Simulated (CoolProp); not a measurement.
A single-stage vapour-compression cycle with CH2F2 (R32): evaporating at 196.15 K (dew point), condensing at 260.15 K (bubble point), superheat 2 K, subcooling 2 K, compressor efficiency 0.8, no pressure losses. Each further row changes one setting.

Model: reference Helmholtz-energy equation of state, Tillner-Roth 1997, in CoolProp.

```csv
case,cooling COP,pressure ratio,discharge temperature (K),refrigerating effect (kJ/kg),volumetric capacity (kJ/m³)
as stated,1.81,22.9,406.0,310,228
evaporating temperature 201.15 K,2.07,…,388.7,…,…
condensing temperature 255.15 K,2.01,19.1,392.4,318,234
subcooling 7 K,1.86,22.9,406.0,318,234
superheat 12 K,…,22.9,…,…,221
compressor efficiency 0.7,…,22.9,429.5,310,228
```

Q: Complete the blanks.

A: 
- evaporating temperature 201.15 K, pressure ratio: 16.5
- evaporating temperature 201.15 K, refrigerating effect (kJ/kg): 313
- evaporating temperature 201.15 K, volumetric capacity (kJ/m³): 312
- superheat 12 K, cooling COP: 1.77
- superheat 12 K, discharge temperature (K): 421.1
- superheat 12 K, refrigerating effect (kJ/kg): 317
- compressor efficiency 0.7, cooling COP: 1.58
